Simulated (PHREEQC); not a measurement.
Make-up at 25 °C: 0.06 mol Sr(OH)2 per kg of water. Closed to the air; pH follows from the charge balance.

Computed with PHREEQC (ion-association model, phreeqc.dat).

No solid was allowed to form.

Problem. Predict the pH.

Solution. pH 12.90.

Problem. In which forms is Sr present?

Solution. Sr+2 84 %, SrOH+ 16 % of the Sr.
